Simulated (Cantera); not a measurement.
Charge: 1 mol SiH2Cl2, 0.23 mol NH3, 0.8 mol H2, at 1900 K and 750 Torr.

These are equilibrium values from Cantera (NASA tables, ideal gas, pure condensed phases), not measurements of a reactor. The tables' values for SiCl3, SiCl are old estimates; treat these amounts as uncertain. Gases not in the tables: Si2H6 and higher silanes. The numbers say what is thermodynamically allowed, not how fast it happens.

| species | before | after |
|---|---|---|
| H2 | 0.566 | 0.787 |
| SiCl4 | 0.00184 | 0.137 |
| SiHCl3 | 0.00169 | 0.0717 |
| HCl | 0.195 | 0.000948 |
| SiCl2 | 0.182 | 1.07e-6 |
| N2 | 0.0357 | <1e-9 |
| SiCl3 | 0.0158 | 3.18e-5 |
| H | 0.000597 | <1e-9 |
| SiCl | 0.000161 | <1e-9 |
| Cl | 0.000155 | <1e-9 |
| SiH2 | 3.30e-5 | <1e-9 |
| Si | 1.26e-5 | <1e-9 |
| SiH2Cl2 | 0.000290 | 0.00288 |
| Si(l), mol | 0.349 | 0 |
| Si(s), mol | 0 | 0.278 |
| Si3N4(s), mol | 0 | 0.0575 |
Gas species are given as mole fractions.

Problem. What was changed between the two runs?
A) pressure from 750 Torr to 0.360 Torr
B) NH3 from 0.23 to 0.15 mol
C) temperature from 1900 K to 773 K
D) temperature from 1900 K to 1223.15 K

Solution. C, temperature from 1900 K to 773 K. The tables' values for SiCl3 are old estimates; treat these amounts as uncertain
